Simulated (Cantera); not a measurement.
Input: 1 mol MgO, 6.2 mol HCl, 3.4 mol N2, at 13.3 mbar.

Cantera equilibrium calculation (NASA polynomials, part measured and part estimated; ideal gas, pure solids and liquids). Candidate condensed phases: H2O, Mg, MgCl2, MgO, Mg(OH)2, NH4Cl; 38 gas species. Equilibrium is a limit: real reactors are often held back by kinetics, nucleation or transport.

**Question.** What share of the Mg ends up in condensed phases as a function of T (K), at 1023, 1073, 1123, 1173, 1223, 1273, 1323, 1373, 1423, 1473, 1523, 1573, 1623?

**Answer.** 
```
T (K)  Mg condensed (%)      as
-----  ----------------  ------
1023               96.8  MgO(s)
1073               95.2  MgO(s)
1123               93.2  MgO(s)
1173               90.7  MgO(s)
1223               87.6  MgO(s)
1273               83.9  MgO(s)
1323               79.5  MgO(s)
1373               74.6  MgO(s)
1423               69.1  MgO(s)
1473               63.1  MgO(s)
1523               56.7  MgO(s)
1573               49.9  MgO(s)
1623               42.8  MgO(s)
```
